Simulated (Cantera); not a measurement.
Mixture: CO : H₂ : O₂ : N₂ = 1 : 0.05 : 0.625 : 4.12 (molar parts), equivalence ratio 0.84, at 17.8 atm, adiabatic and at constant volume. Ignition delay is the time to a rise of 400 K.

Detailed kinetics in Cantera: GRI-Mech 3.0 (53 species, 325 reactions). The hydrogen kinetics of GRI-Mech 3.0 are dated; newer H2 mechanisms differ, most at raised pressure. The pressure lies above the range GRI-Mech 3.0 was tuned for (to about 10 atm). Where the delays flatten at high temperature, the 400 K rule measures the pace of heat release, not the induction time.

Question: What does this change do: constant pressure in place of constant volume?

Answer: 
| quantity | before | after |
|---|---|---|
| delay at 1200 K | 0.125 ms | 0.151 ms |
| delay at 1300 K | 30.9 µs | 37.7 µs |
| delay at 1400 K | 12.5 µs | 15.5 µs |
| delay at 1500 K | 7.43 µs | 9.32 µs |
| delay at 1600 K | 5.35 µs | 6.76 µs |
| delay at 1700 K | 4.30 µs | 5.45 µs |

Question: What does this change do: N2 4.12 to 2.8 parts?

Answer: 
```
quantity           before    after
---------------  --------  -------
delay at 1200 K  0.125 ms  86.0 µs
delay at 1300 K   30.9 µs  21.0 µs
delay at 1400 K   12.5 µs  8.45 µs
delay at 1500 K   7.43 µs  4.97 µs
delay at 1600 K   5.35 µs  3.56 µs
delay at 1700 K   4.30 µs  2.85 µs
```
